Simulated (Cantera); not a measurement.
Cantera run:

```python
import numpy as np
import cantera as ct

gas_names = """
    Fe H H2 N NH NH2 NH3 N2 N2H2 N2H4
""".split()
cond_names = """
    Fe(a) Fe(c) Fe(d) Fe(L)
""".split()


# ... load() reads the species with a 1 bar reference pressure and builds the phases ...
atoms = {
    'Fe': {'Fe': 1},
    'NH3': {'N': 1, 'H': 3},
    'H2': {'H': 2},
}
top_T = {}  # K; cautious upper limits of use, not melting points


# ... equilibrate(T, P, feed) seeds the gas with the atoms and calls Mixture.equilibrate('TP', solver="vcs", rtol=1e-11, max_steps=5000) ...
results = []
feed = {'Fe': 1, 'NH3': 0.51, 'H2': 49}  # mol
P = 120000  # Pa
for T in [925, 1000, 1075, 1150, 1225, 1300, 1375, 1450, 1525, 1600, 1675, 1750, 1825, 1900]:
    mix = equilibrate(T, P, feed)
    results.append((T, P, feed, dict(zip(mix.species_names, mix.species_moles))))

top = {s: max(r[3][s] / sum(r[3][g] for g in gas_names) for r in results) for s in gas_names}
cols = sorted((s for s in top if top[s] > 1e-06), key=lambda s: -top[s])[:9]
seen = [c for c in cond_names if any(r[3].get(c, 0) > 1e-12 for r in results)]
print("log10 of partial pressures in bar; condensed amounts in mol")
print(f"{'T/K':>10s}" + "".join(f"{s[:9]:>10s}" for s in cols + seen))
for T, P, feed, n in results:
    ng = sum(n[g] for g in gas_names)
    print(f"{T:10.4g}" + "".join(f"{np.log10(max(n[s] / ng * P / 1e5, 1e-99)):10.3f}" for s in cols)
          + "".join(f"{n.get(c, 0):10.4g}" for c in seen))
```

Output:

```
log10 of partial pressures in bar; condensed amounts in mol
       T/K        H2        N2         H        Fe       NH3     Fe(a)     Fe(c)     Fe(d)     Fe(L)
       925     0.077    -2.217    -9.546   -15.560    -3.995         1         0         0         0
      1000     0.077    -2.216    -8.606   -13.827    -4.227         1         0         0         0
      1075     0.077    -2.215    -7.795   -12.346    -4.428         1         0         0         0
      1150     0.077    -2.214    -7.089   -11.066    -4.605         1         0         0         0
      1225     0.077    -2.214    -6.468    -9.948    -4.760         0         1         0         0
      1300     0.077    -2.214    -5.918    -8.962    -4.898         0         1         0         0
      1375     0.077    -2.214    -5.427    -8.086    -5.021         0         1         0         0
      1450     0.077    -2.214    -4.986    -7.302    -5.132         0         1         0         0
      1525     0.077    -2.214    -4.588    -6.597    -5.232         0         1         0         0
      1600     0.077    -2.214    -4.226    -5.960    -5.322         0         1         0         0
      1675     0.077    -2.214    -3.897    -5.382    -5.405         0         0    0.9998         0
      1750     0.077    -2.214    -3.595    -4.856    -5.480         0         0    0.9994         0
      1825     0.077    -2.214    -3.318    -4.378    -5.549         0         0         0    0.9983
      1900     0.077    -2.214    -3.062    -3.953    -5.612         0         0         0    0.9954
```

Method: chemical equilibrium by Gibbs-energy minimisation in Cantera with the NASA 1993 tables (ideal gas, pure condensed phases).
